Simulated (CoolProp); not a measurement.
R13 along the isobar 19.6 bar: fugacity coefficient from the reference equation and from simpler models built on Tc = 29.9 °C, pc = 39.73 bar, ω = 0.175; each cubic takes its own stable root.

Values from CoolProp's reference Helmholtz-energy equation of state, Platzer 1990. This equation is an older, rougher fit; its heat capacities, sound speeds and derivatives of the liquid may be far off and weren't checked against measurements.

```tsv
T (°C)	phase	reference
-162.75	liquid	1.253e-5
-143.05	liquid	0.0003243
-123.25	liquid	0.002916
-103.55	liquid	0.01427
-83.75	liquid	0.04759
-64.05	liquid	0.1200
-44.25	liquid	0.2488
-24.45	liquid	0.4430
-4.75	liquid	0.6979
15.05	gas	0.8047
34.75	gas	0.8443
54.55	gas	0.8742
74.25	gas	0.8972
94.05	gas	0.9154
113.75	gas	0.9300
```

Task: How far does each simpler model (van der Waals, Redlich-Kwong, Soave-Redlich-Kwong, Peng-Robinson) lie from the reference over these 15 states: mean and median of the absolute difference, and the worst?

Result: 
- van der Waals: mean 3616.0 %, median 58.9 %, worst +44297.4 % at -162.75 °C and 19.6 bar
- Redlich-Kwong: mean 20.0 %, median 15.1 %, worst +48.8 % at -123.25 °C and 19.6 bar
- Soave-Redlich-Kwong: mean 2.1 %, median 1.2 %, worst +13.6 % at -162.75 °C and 19.6 bar
- Peng-Robinson: mean 4.4 %, median 1.5 %, worst +41.2 % at -162.75 °C and 19.6 bar

At some of these states van der Waals gives the other phase, because its saturation line lies elsewhere.
